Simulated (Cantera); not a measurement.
A freely propagating, adiabatic, planar premixed flame of H2 : O2 : N2 = 1 : 0.847 : 4.15 (molar parts), unburnt at 523 K and 100000 Pa; multicomponent+Soret transport, grid criteria slope 0.08 and curve 0.16, no radiation.

Cantera simulation using the H2/O2 subset of GRI-Mech 3.0, which has no nitrogen chemistry; the numbers are that mechanism's predictions, not measurements. Burning velocities carry a grid error of a few per cent, more on coarse grids. Lean hydrogen flames are cellular in practice and burn faster than this planar one.

### Question
Predict: laminar burning velocity; thermal thickness; peak x(HO2); peak x(O); peak x(H); peak x(H2O2).

### Answer
laminar burning velocity: 159 cm/s
thermal thickness: 0.453 mm
peak x(HO2): 0.000257
peak x(O): 0.00515
peak x(H): 0.00817
peak x(H2O2): 3.42e-5
